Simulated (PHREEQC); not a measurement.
# Copper plating or etch bath: speciation

Dissolve 0.066 mol/kgw Cu(NO3)2, 0.0015 mol/kgw HNO3 and 0.0038 mol/kgw FeCl3 at 90 °C. Closed to the air; pH follows from the charge balance.

Computed with PHREEQC (ion-association model, phreeqc.dat).

```yaml
pH: 2.37
ionic_strength: 0.207 mol/kgw
density: 0.975 g/cm³
total_alkalinity: -9.10 meq/kg
```

```csv
species,molality,activity,log γ
NO3-,0.134,0.0878,-0.182
Cu+2,0.0616,0.0173,-0.552
Cl-,0.00694,0.00473,-0.167
H+,0.00558,0.00432,-0.111
CuCl+,0.00438,0.00300,-0.164
FeOH+2,0.00251,0.000632,-0.600
Fe(OH)2+,0.000510,0.000365,-0.145
Fe2(OH)2+4,0.000262,1.18e-6,-2.346
Fe+3,0.000183,1.83e-5,-1.001
FeCl+2,5.65e-5,1.42e-5,-0.600
CuCl2,1.29e-5,1.36e-5,0.021
Fe3(OH)4+5,3.04e-6,6.57e-10,-3.665
Cu2(OH)2+2,5.38e-7,1.39e-7,-0.586
Fe(OH)3,1.06e-7,1.11e-7,0.021
```

No solid was allowed to form. Saturation is exceeded, for instance for Hematite (slow to form), Goethite (slow to form); the values hold only as long as no solid forms. Away from 25 °C the constants follow the database's enthalpies or fits; those with neither stay at their 25 °C values.
